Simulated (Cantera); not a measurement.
A perfectly stirred reactor is fed with 58.7 % CH4, 24.1 % CO2, 14.1 % H2, 3.17 % H2O, at 250000 Pa; it is held at 1398 K, and followed from long to short residence time.

Detailed kinetics in Cantera: GRI-Mech 3.0 (53 species, 325 reactions). GRI-Mech 3.0 stops at C3 and has no aromatics, soot or wall deposition, so with more carbon than oxygen in the feed, carbon stays in small species such as C2H2 where larger ones or solid carbon would form.

One state of this run: x CH4 = 0.563; x CO2 = 0.233; x H2 = 0.155; x CH2O = 2.76e-7; x CH3 = 3.75e-5. x: mole fraction; the columns are a selection and need not sum to one.

Problem. Which value of τ (s) does it belong to?
A. 12
B. 28
C. 0.13
D. 1.9

Solution. C, 0.13
